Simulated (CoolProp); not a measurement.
The fluid at 317.8 K and 13.2 MPa is throttled through a valve to 4.68 MPa with no heat exchange. The same conditions are run with several fluids, on thermodynamics alone (safety and materials aside).

Values from CoolProp's reference Helmholtz-energy equation of state of each fluid (p-xylene: Zhou 2012; ethylbenzene: Zhou 2012; propyne: Polt 1992; C3F8 (R218): Lemmon 2006; the fluoroketone C6F12O (FK-5-1-12): McLinden 2015). The equations of Platzer and Polt are older, rougher fits.

| fluid | temperature change (K) | final density (kg/m³) |
|---|---|---|
| p-xylene | ___ | 840 |
| ethylbenzene | +3.8 | 846 |
| propyne | ___ | ___ |
| C3F8 (R218) | -0.5 | 1280 |
| the fluoroketone C6F12O (FK-5-1-12) | ___ | ___ |

Problem. Complete the blanks.

Solution. 
- p-xylene, temperature change (K): +3.9
- propyne, temperature change (K): +1.1
- propyne, final density (kg/m³): 585
- the fluoroketone C6F12O (FK-5-1-12), temperature change (K): +2.2
- the fluoroketone C6F12O (FK-5-1-12), final density (kg/m³): 1560
